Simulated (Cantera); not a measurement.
# Premixed flame

A freely propagating, adiabatic, planar premixed flame of 45.7 % H2, 11.4 % O2, 42.9 % N2, unburnt at 450 K and 55000 Pa; mixture-averaged transport, grid criteria slope 0.08 and curve 0.16, no radiation.

Computed with Cantera and the H2/O2 subset of GRI-Mech 3.0, which has no nitrogen chemistry. Burning velocities carry a grid error of a few per cent, more on coarse grids.

| z (mm) | T (K) | u (m/s) | x H2 | x O2 | x H2O2 | x H | x H2O | x HO2 |
|---|---|---|---|---|---|---|---|---|
| -2.64 | 450 | 5.31 | 0.457 | 0.114 | <1e-8 | <1e-8 | <1e-8 | <1e-8 |
| -1.76 | 450 | 5.31 | 0.457 | 0.114 | <1e-8 | <1e-8 | <1e-8 | <1e-8 |
| -1.32 | 450 | 5.31 | 0.457 | 0.114 | <1e-8 | <1e-8 | <1e-8 | <1e-8 |
| -0.881 | 450 | 5.31 | 0.457 | 0.114 | <1e-8 | <1e-8 | 3.63e-8 | 8.62e-8 |
| -0.441 | 468 | 5.50 | 0.454 | 0.114 | 5.48e-6 | 0.000105 | 0.000574 | 0.000185 |
| -0.220 | 713 | 8.18 | 0.421 | 0.108 | 1.86e-5 | 0.00800 | 0.0203 | 0.000125 |
| 0 | 1128 | 12.6 | 0.320 | 0.0724 | 1.16e-6 | 0.0504 | 0.0995 | 4.46e-5 |
| 0.220 | 1402 | 15.5 | 0.224 | 0.0179 | 6.49e-7 | 0.0897 | 0.204 | 1.05e-5 |
| 0.441 | 1516 | 16.7 | 0.204 | 0.00301 | 4.09e-7 | 0.0934 | 0.234 | 1.68e-6 |
| 0.881 | 1624 | 17.7 | 0.208 | 0.000726 | 2.97e-7 | 0.0820 | 0.240 | 3.91e-7 |
| 1.76 | 1739 | 18.8 | 0.218 | 0.000501 | 1.88e-7 | 0.0662 | 0.243 | 2.59e-7 |
| 3.52 | 1852 | 19.9 | 0.227 | 0.000323 | 1.04e-7 | 0.0502 | 0.246 | 1.68e-7 |
| 7.05 | 1954 | 20.8 | 0.236 | 0.000178 | 5.25e-8 | 0.0357 | 0.249 | 9.89e-8 |
x: mole fraction of selected species; z is measured from the peak of heat release.

```yaml
laminar_burning_velocity: 531 cm/s
thermal_thickness: 0.881 mm
peak x(H2O2): 2.28e-5
peak x(H): 0.0943
peak x(HO2): 0.000242
grid_points: 132
```
